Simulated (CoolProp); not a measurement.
The fluid at 300 K and 0.116 MPa (liquid) is heated at constant pressure to 356.7 K. The same conditions are run with several fluids, on thermodynamics alone (safety and materials aside).

Model: reference Helmholtz-energy equation of state of each fluid (octamethylcyclotetrasiloxane (D4): Thol 2015; octamethyltrisiloxane (MDM): Thol 2017; n-octane: Beckmüller 2019; n-decane: Lemmon 2006; benzene: Thol 2012), in CoolProp.

Rank octamethylcyclotetrasiloxane (D4), octamethyltrisiloxane (MDM), n-octane, n-decane, benzene by heat (kJ/kg), highest first.

n-octane (133), n-decane (131), octamethyltrisiloxane (MDM) (105), benzene (103), octamethylcyclotetrasiloxane (D4) (97.8)

```csv
fluid,final density (kg/m³)
octamethylcyclotetrasiloxane (D4),883
octamethyltrisiloxane (MDM),755
n-octane,650
n-decane,681
benzene,809
```
